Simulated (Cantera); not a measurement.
Charge: 1 mol HMDSO, 2.8 mol N2O, 41 mol H2, equilibrated at 923.15 K and 0.430 bar.

Method: chemical equilibrium by Gibbs-energy minimisation in Cantera with the NASA 1993 tables (ideal gas, pure condensed phases). Candidate condensed phases: C, C6H6, C7H8, C8H18, H2O, Si, SiC, SiO2, Si2N2O, Si3N4; 151 gas species. The feed counts by its element totals alone. Rates play no part.

Base state: H2 0.869, CH4 0.0754, N2 0.0557, NH3 8.29e-5, CO 4.27e-5, H2O 2.45e-5 (mole fractions); condensed: C(graphite) + SiO2(β-quartz) + Si2N2O(s).

Q: What changes in the equilibrium state with this change: HMDSO replaced by Si2H6?

A: 
```
species               before    after
-------------------  -------  -------
H2                     0.869    0.948
N2                    0.0557   0.0517
NH3                  8.29e-5  9.10e-5
CH4                   0.0754        0
CO                   4.27e-5        0
H2O                  2.45e-5  2.61e-5
C(graphite), mol        2.30        0
SiO2(β-quartz), mol     1.86     1.20
Si2N2O(s), mol        0.0678    0.400
```
